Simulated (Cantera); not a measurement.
A closed system holds: 1 mol SiH₂Cl₂, 0.92 mol O₃, 3.6 mol N₂O, equilibrated at 1473.15 K and 1.80 mbar.

Method: chemical equilibrium by Gibbs-energy minimisation in Cantera with the NASA 1993 tables (ideal gas, pure condensed phases). Candidate condensed phases: H₂O, NH₄Cl, Si, SiO₂, Si₂N₂O, Si₃N₄; 47 gas species. The tables hold silica as quartz up to 1696 K and as liquid above; real silica turns to tridymite and cristobalite and melts near 1996 K. Kinetics and transport are ignored.

Base state: N₂ 0.458, O₂ 0.265, HCl 0.209, Cl 0.0431, H₂O 0.0229, Cl₂ 0.00141, NO 0.000917, OH 0.000152 (mole fractions); condensed: SiO₂(β-quartz).

What changes in the equilibrium state with this change: SiH₂Cl₂ replaced by TEOS?


| species | before | after |
|---|---|---|
| H₂ | 1.37e-6 | 0.450 |
| CO | 0 | 0.366 |
| N₂ | 0.458 | 0.167 |
| O₂ | 0.265 | <1e-9 |
| HCl | 0.209 | 0 |
| Cl | 0.0431 | 0 |
| H₂O | 0.0229 | 0.0126 |
| SiO | <1e-9 | 1.55e-5 |
| CO₂ | 0 | 0.00413 |
| Cl₂ | 0.00141 | 0 |
| NO | 0.000917 | <1e-9 |
| O | 3.40e-5 | <1e-9 |
| ClO | 2.40e-5 | 0 |
| SiO₂(β-quartz), mol | 1.00 | 1.000 |
The feed counts by its element totals alone. Further candidate phases: C, C₆H₆, C₇H₈, C₈H₁₈, SiC.

What changes in the equilibrium state with this change: SiH₂Cl₂ replaced by Si₂H₆?


```
species                before    after
-------------------  --------  -------
N₂                      0.458    0.545
H₂O                    0.0229    0.358
H₂                    1.37e-6   0.0969
O₂                      0.265  1.30e-8
HCl                     0.209        0
Cl                     0.0431        0
Cl₂                   0.00141        0
ClO                   2.40e-5        0
O                     3.40e-5  7.52e-9
NO                   0.000917  2.22e-7
H                     3.50e-7  9.30e-5
SiO₂(β-quartz), mol      1.00     2.00
```
The feed counts by its element totals alone.

What changes in the equilibrium state with this change: pressure from 1.80 mbar to 13.3 mbar?


| species | before | after |
|---|---|---|
| N₂ | 0.458 | 0.460 |
| O₂ | 0.265 | 0.269 |
| HCl | 0.209 | 0.217 |
| Cl | 0.0431 | 0.0294 |
| Cl₂ | 0.00141 | 0.00488 |
| H₂O | 0.0229 | 0.0196 |
| O | 3.40e-5 | 1.26e-5 |
| ClO | 2.40e-5 | 4.48e-5 |
| SiO₂(β-quartz), mol | 1.00 | 1.00 |
